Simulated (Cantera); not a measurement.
Input (Python, Cantera):

```python
import numpy as np
import cantera as ct

gas = ct.Solution("gri30.yaml")


def delay(T, t_max=10):
    gas.TPX = T, 2600000, {'CO': 1, 'H2': 0.03, 'O2': 0.286, 'N2': 0.772}
    reactor = ct.IdealGasConstPressureReactor(gas, clone=False)
    net = ct.ReactorNet([reactor])
    net.rtol, net.atol = 1e-8, 1e-16
    while net.time < t_max:
        t_old, T_old = net.time, reactor.T
        net.step()
        if reactor.T > T + 400:  # ignition: a rise of 400 K
            return t_old + (T + 400 - T_old) / (reactor.T - T_old) * (net.time - t_old)
    return np.nan


taus = []
for T in [1225, 1300, 1375, 1450, 1525]:
    taus.append(delay(T))
    print(f"T0 = {T:6g} K   tau = {taus[-1]:.4e} s")

# d ln(tau) / d ln(k), from doubling and halving each rate constant
T, sens = 1525, []
for i in range(gas.n_reactions):
    gas.set_multiplier(2.0, i)
    up = delay(T)
    gas.set_multiplier(0.5, i)
    down = delay(T)
    gas.set_multiplier(1.0, i)
    sens.append((np.log(up / down) / np.log(4.0), gas.reaction(i).equation))
sens.sort(key=lambda x: -abs(x[0]))
print(f"sensitivities at {T} K")
for s, eq in sens[:10]:
    print(f"{s:8.3f}  {eq}")
```

Result:

```
T0 =   1225 K   tau = 3.4735e-05 s
T0 =   1300 K   tau = 1.3173e-05 s
T0 =   1375 K   tau = 6.1771e-06 s
T0 =   1450 K   tau = 3.5583e-06 s
T0 =   1525 K   tau = 2.3962e-06 s
sensitivities at 1525 K
  -0.540  H + O2 <=> O + OH
  -0.358  H2 + O <=> H + OH
  -0.310  CO + OH <=> CO2 + H
   0.192  H + O2 + M <=> HO2 + M
  -0.159  CO + HO2 <=> CO2 + OH
   0.111  H + O2 + N2 <=> HO2 + N2
  -0.067  CO + O2 <=> CO2 + O
  -0.055  H + HO2 <=> 2 OH
   0.042  H + HO2 <=> H2 + O2
   0.038  HO2 + OH <=> H2O + O2
```

Computed with Cantera and GRI-Mech 3.0 (53 species, 325 reactions). The hydrogen kinetics of GRI-Mech 3.0 are dated; newer H2 mechanisms differ, most at raised pressure. The pressure lies above the range GRI-Mech 3.0 was tuned for (to about 10 atm).
